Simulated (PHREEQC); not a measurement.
Make-up at 72 °C: 0.04 mol/kgw Ni(NO3)2, 0.015 mol/kgw NaOH and 0.001 mol/kgw HCl. Closed to the air; pH follows from the charge balance.

Equilibrium calculation in PHREEQC: ion-association model, wateq4f.dat.

The ionic strength comes out as 0.107 mol/kgw. What activity coefficients do Cl-, Ni(OH)3-, Ni+2, NiOH+, NiCl+ get?

Cl- 0.74, Ni(OH)3- 0.76, Ni+2 0.33, NiOH+ 0.76, NiCl+ 0.76.

No solid was allowed to form. In wateq4f.dat the enthalpy of Ni(OH)2 has the wrong sign, so its saturation index can't be trusted away from 25 °C. Constants without temperature data keep their 25 °C values here.
